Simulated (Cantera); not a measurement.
Feed: 1 mol toluene, 0.47 mol H2, at 0.100 bar.

Equilibrium computed with Cantera from the NASA thermochemical tables; the gas is ideal and each condensed phase is pure. Candidate condensed phases: C, C6H6, C7H8, C8H18; 76 gas species. Rates play no part.

x: gas mole fraction; n: condensed amount in mol.

```json
[
 {"T (K)": "700", "x H2": "0.646", "x CH4": "0.354", "x H": "<1e-12", "x C2H2 (acetylene)": "<1e-12", "x CH3": "<1e-12", "x C2H6": "8.46e-7", "n C(graphite)": "5.83"},
 {"T (K)": "800", "x H2": "0.893", "x CH4": "0.107", "x H": "8.65e-12", "x C2H2 (acetylene)": "1.15e-12", "x CH3": "1.50e-11", "x C2H6": "2.57e-7", "n C(graphite)": "6.57"},
 {"T (K)": "900", "x H2": "0.971", "x CH4": "0.0294", "x H": "3.64e-10", "x C2H2 (acetylene)": "5.46e-11", "x CH3": "1.76e-10", "x C2H6": "5.94e-8", "n C(graphite)": "6.87"},
 {"T (K)": "1000", "x H2": "0.991", "x CH4": "…", "x H": "…", "x C2H2 (acetylene)": "…", "x CH3": "…", "x C2H6": "…", "n C(graphite)": "6.96"},
 {"T (K)": "1100", "x H2": "0.996", "x CH4": "0.00356", "x H": "8.16e-8", "x C2H2 (acetylene)": "1.33e-8", "x CH3": "5.34e-9", "x C2H6": "5.02e-9", "n C(graphite)": "6.98"},
 {"T (K)": "1200", "x H2": "0.998", "x CH4": "0.00157", "x H": "6.24e-7", "x C2H2 (acetylene)": "1.03e-7", "x CH3": "1.88e-8", "x C2H6": "1.91e-9", "n C(graphite)": "6.99"},
 {"T (K)": "1300", "x H2": "0.999", "x CH4": "0.000785", "x H": "3.50e-6", "x C2H2 (acetylene)": "5.76e-7", "x CH3": "5.40e-8", "x C2H6": "8.41e-10", "n C(graphite)": "7.00"},
 {"T (K)": "1400", "x H2": "1.000", "x CH4": "…", "x H": "…", "x C2H2 (acetylene)": "…", "x CH3": "…", "x C2H6": "…", "n C(graphite)": "7.00"},
 {"T (K)": "1500", "x H2": "1.000", "x CH4": "0.000257", "x H": "5.57e-5", "x C2H2 (acetylene)": "9.02e-6", "x CH3": "2.90e-7", "x C2H6": "2.24e-10", "n C(graphite)": "7.00"},
 {"T (K)": "1600", "x H2": "1.000", "x CH4": "0.000163", "x H": "0.000172", "x C2H2 (acetylene)": "2.75e-5", "x CH3": "5.71e-7", "x C2H6": "1.31e-10", "n C(graphite)": "7.00"},
 {"T (K)": "1700", "x H2": "0.999", "x CH4": "0.000109", "x H": "0.000466", "x C2H2 (acetylene)": "7.34e-5", "x CH3": "1.04e-6", "x C2H6": "8.14e-11", "n C(graphite)": "7.00"},
 {"T (K)": "1800", "x H2": "0.999", "x CH4": "7.67e-5", "x H": "0.00113", "x C2H2 (acetylene)": "0.000175", "x CH3": "1.76e-6", "x C2H6": "5.33e-11", "n C(graphite)": "7.00"},
 {"T (K)": "1900", "x H2": "0.997", "x CH4": "5.59e-5", "x H": "0.00251", "x C2H2 (acetylene)": "0.000381", "x CH3": "2.81e-6", "x C2H6": "3.65e-11", "n C(graphite)": "7.00"}
]
```

Task: Fill in the missing entries.

Result: 
- 1000, x CH4: 0.00937
- 1000, x H: 7.14e-9
- 1000, x C2H2 (acetylene): 1.13e-9
- 1000, x CH3: 1.17e-9
- 1000, x C2H6: 1.56e-8
- 1400, x CH4: 0.000432
- 1400, x H: 1.54e-5
- 1400, x C2H2 (acetylene): 2.52e-6
- 1400, x CH3: 1.33e-7
- 1400, x C2H6: 4.14e-10
